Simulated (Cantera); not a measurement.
What does this Cantera script print?

```python
import numpy as np
import cantera as ct

surf = ct.Interface("ptcombust.yaml", "Pt_surf")
gas = surf.adjacent["gas"]
gas.TPX = 925, 44000, {'CO': 0.021, 'O2': 0.03, 'N2': 0.79}
surf.TP = 925, 44000
reactor = ct.FlowReactor(gas, clone=False)
reactor.area = 0.0001  # m2
reactor.surface_area_to_volume_ratio = 420  # 1/m
reactor.mass_flow_rate = 0.16 * reactor.area * gas.density  # inlet velocity 0.16 m/s
reactor.energy_enabled = False
wall = ct.ReactorSurface(surf, reactor, clone=False)
net = ct.ReactorNet([reactor])
net.rtol, net.atol = 1e-8, 1e-16
show, cover = ['CO', 'O2', 'H2O', 'CO2'], ['PT(S)', 'H(S)', 'O(S)', 'OH(S)', 'CO(S)', 'C(S)']

rows = []
print(f"{'z/m':>9s}{'u/(m/s)':>9s}" + "".join(f"{s:>13s}" for s in show + cover))
for z in [3.5e-05, 7.6e-05, 0.00016, 0.00035, 0.00076, 0.0016, 0.0035]:
    net.advance(z)
    rows.append([reactor.speed, *gas[show].X, *surf[cover].coverages])
    print(f"{z:9.4g}{rows[-1][0]:9.3g}" + "".join(f"{x:13.4e}" for x in rows[-1][1:]))
```

It prints:

```
      z/m  u/(m/s)           CO           O2          H2O          CO2        PT(S)         H(S)         O(S)        OH(S)        CO(S)         C(S)
  3.5e-05    0.159   9.1164e-03   2.7931e-02   3.9049e-32   1.6054e-02   6.6700e-01   3.5675e-20   1.2277e-02   2.1207e-18   3.2072e-01   6.7445e-10
  7.6e-05    0.158   2.1446e-04   2.3585e-02   5.6533e-32   2.5069e-02   2.3685e-01   8.3919e-23   7.6305e-01   8.5984e-19   9.3425e-05   1.1225e-15
  0.00016    0.158   4.3811e-06   2.3482e-02   4.7280e-33   2.5282e-02   2.2752e-01   8.6484e-23   7.7248e-01   6.9759e-19   1.7413e-06   1.9851e-17
  0.00035    0.158   7.8003e-10   2.3480e-02   2.8731e-33   2.5286e-02   2.2734e-01   7.9978e-23   7.7266e-01   8.6560e-19   3.0949e-10   3.5246e-21
  0.00076    0.158   1.2629e-17   2.3480e-02   2.0206e-33   2.5286e-02   2.2734e-01   7.9970e-23   7.7266e-01   8.6553e-19   3.9154e-18   4.4617e-29
   0.0016    0.158  -7.7481e-18   2.3480e-02   2.6984e-33   2.5286e-02   2.2734e-01   7.9774e-23   7.7266e-01   8.6340e-19   4.7115e-30   2.1526e-32
   0.0035    0.158  -7.7480e-18   2.3480e-02   2.7579e-33   2.5286e-02   2.2734e-01   7.9359e-23   7.7266e-01   8.5891e-19   2.6813e-30   1.3154e-32
```

Detailed kinetics in Cantera: Deutschmann's 1995 Pt surface mechanism with GRI-Mech 3.0 gas chemistry. Catalytic surfaces can have several steady states; this one follows from the mechanism file's or the stated starting coverage. Mass transfer to the wall is taken as infinitely fast.
